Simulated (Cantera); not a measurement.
# C2F6 + HCl (fluorocarbon and chlorocarbon gases)

Feed: 1 mol C2F6, 0.23 mol HCl, equilibrated at 0.520 bar.

These are equilibrium values from Cantera (NASA tables, ideal gas, pure condensed phases), not measurements of a reactor. Candidate condensed phases: C, C6H6, C7H8, C8H18; 118 gas species. The feed counts by its element totals alone. The tables' values for C2F4 are old estimates; treat these amounts as uncertain. Gases not in the tables: C2F6 and larger saturated fluorocarbons. Rates play no part.

```csv
T (°C),x CF4,x CF2,x F,x HF,x Cl,x HCl,x Cl2,x CF3,x CClF3,n C(graphite)
950,0.813,3.28e-7,9.77e-9,0.0913,0.00153,0.0393,0.0339,5.10e-7,0.0209,0.531
1150,0.803,1.58e-5,7.72e-7,0.106,0.00913,0.0234,0.0379,1.17e-5,0.0203,0.538
1350,0.790,0.000287,2.08e-5,0.114,0.0313,0.0136,0.0323,0.000123,0.0175,0.543
1550,0.773,0.00271,0.000272,0.118,0.0669,0.00710,0.0188,0.000757,0.0127,0.546
1750,0.746,0.0161,0.00213,0.118,0.0957,0.00323,0.00735,0.00320,0.00748,0.537
1950,0.683,0.0669,0.0114,0.115,0.106,0.00137,0.00231,0.00994,0.00383,0.489
2150,0.527,0.199,0.0439,0.104,0.100,0.000567,0.000662,0.0222,0.00166,0.348
2350,0.272,0.398,0.124,0.0840,0.0827,0.000227,0.000170,0.0314,0.000506,0.0639
```
x: gas mole fraction; n: condensed amount in mol.

From 950 °C to 2350 °C the condensed part is C(graphite). The main C-bearing gas is CF4 at 950 °C and CF2 at 2350 °C. The share of C in condensed phases is highest at 1550 °C (27.3 %) and lowest at 2350 °C (3.2 %).
